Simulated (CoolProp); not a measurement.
R124 along the isotherm 420.9 K: fugacity coefficient from the reference equation and from simpler models built on Tc = 395.4 K, pc = 3.624 MPa, ω = 0.288; each cubic takes its own stable root.

Model: reference Helmholtz-energy equation of state, de Vries 1995, in CoolProp.

```json
[
 {"p (MPa)": "0.0287", "phase": "gas", "reference": "0.9978", "van der Waals": "0.9980", "Redlich-Kwong": "0.9977", "Soave-Redlich-Kwong": "0.9978", "Peng-Robinson": "0.9975"},
 {"p (MPa)": "0.0432", "phase": "gas", "reference": "0.9967", "van der Waals": "0.9970", "Redlich-Kwong": "0.9966", "Soave-Redlich-Kwong": "0.9967", "Peng-Robinson": "0.9963"},
 {"p (MPa)": "0.0652", "phase": "gas", "reference": "0.9950", "van der Waals": "0.9954", "Redlich-Kwong": "0.9949", "Soave-Redlich-Kwong": "0.9951", "Peng-Robinson": "0.9944"},
 {"p (MPa)": "0.0984", "phase": "gas", "reference": "0.9924", "van der Waals": "0.9931", "Redlich-Kwong": "0.9923", "Soave-Redlich-Kwong": "0.9926", "Peng-Robinson": "0.9916"},
 {"p (MPa)": "0.148", "phase": "gas", "reference": "0.9886", "van der Waals": "0.9896", "Redlich-Kwong": "0.9884", "Soave-Redlich-Kwong": "0.9888", "Peng-Robinson": "0.9874"},
 {"p (MPa)": "0.224", "phase": "gas", "reference": "0.9828", "van der Waals": "0.9843", "Redlich-Kwong": "0.9825", "Soave-Redlich-Kwong": "0.9831", "Peng-Robinson": "0.9809"},
 {"p (MPa)": "0.338", "phase": "gas", "reference": "0.9742", "van der Waals": "0.9763", "Redlich-Kwong": "0.9736", "Soave-Redlich-Kwong": "0.9746", "Peng-Robinson": "0.9713"},
 {"p (MPa)": "0.51", "phase": "gas", "reference": "0.9611", "van der Waals": "0.9643", "Redlich-Kwong": "0.9603", "Soave-Redlich-Kwong": "?", "Peng-Robinson": "0.9569"},
 {"p (MPa)": "0.769", "phase": "gas", "reference": "0.9416", "van der Waals": "0.9462", "Redlich-Kwong": "0.9405", "Soave-Redlich-Kwong": "0.9426", "Peng-Robinson": "0.9355"},
 {"p (MPa)": "1.16", "phase": "gas", "reference": "0.9125", "van der Waals": "0.9190", "Redlich-Kwong": "0.9108", "Soave-Redlich-Kwong": "?", "Peng-Robinson": "0.9037"},
 {"p (MPa)": "1.75", "phase": "gas", "reference": "0.8691", "van der Waals": "0.8781", "Redlich-Kwong": "0.8666", "Soave-Redlich-Kwong": "0.8714", "Peng-Robinson": "0.8569"},
 {"p (MPa)": "2.64", "phase": "gas", "reference": "0.8049", "van der Waals": "0.8162", "Redlich-Kwong": "0.8010", "Soave-Redlich-Kwong": "0.8085", "Peng-Robinson": "0.7887"},
 {"p (MPa)": "3.98", "phase": "supercritical", "reference": "0.7095", "van der Waals": "0.7198", "Redlich-Kwong": "0.7034", "Soave-Redlich-Kwong": "?", "Peng-Robinson": "0.6904"},
 {"p (MPa)": "6.01", "phase": "supercritical", "reference": "0.5672", "van der Waals": "0.5711", "Redlich-Kwong": "?", "Soave-Redlich-Kwong": "0.5813", "Peng-Robinson": "0.5542"},
 {"p (MPa)": "9.06", "phase": "supercritical", "reference": "0.4358", "van der Waals": "0.4562", "Redlich-Kwong": "0.4378", "Soave-Redlich-Kwong": "0.4585", "Peng-Robinson": "?"}
]
```

Q: Some entries are withheld; supply them.

A: 
- 0.51, Soave-Redlich-Kwong: 0.9618
- 1.16, Soave-Redlich-Kwong: 0.9140
- 3.98, Soave-Redlich-Kwong: 0.7155
- 6.01, Redlich-Kwong: 0.5603
- 9.06, Peng-Robinson: 0.4310
